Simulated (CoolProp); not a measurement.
Saturation properties of the fluoroketone C6F12O (FK-5-1-12).

The numbers come from the reference Helmholtz-energy equation of state, McLinden 2015 in CoolProp.

| T (°C) | p (MPa) | liquid density (kg/m³) | vapour density (kg/m³) | enthalpy of vaporisation (kJ/kg) |
|---|---|---|---|---|
| -64.65 | 0.0001015 | 1852 | 0.01851 | 119.2 |
| -44.05 | 0.0006848 | 1797 | 0.1138 | 113.4 |
| -23.45 | 0.003128 | 1741 | 0.4786 | 107.8 |
| -2.85 | 0.01071 | 1683 | 1.525 | 102.3 |
| 17.75 | 0.02949 | 1624 | 3.959 | 96.83 |
| 38.25 | 0.06853 | 1562 | 8.795 | 91.11 |
| 58.85 | 0.1406 | 1494 | 17.53 | 84.95 |
| 79.45 | 0.2611 | 1421 | 32.19 | 78.15 |
| 100.05 | 0.4478 | 1339 | 55.91 | 70.36 |
| 120.65 | 0.7219 | 1242 | 94.32 | 60.98 |
| 141.25 | 1.109 | 1120 | 160.5 | 48.75 |
| 161.75 | 1.643 | 919.0 | 309.9 | 28.53 |

It boils at 49.1 °C under 1 atm.
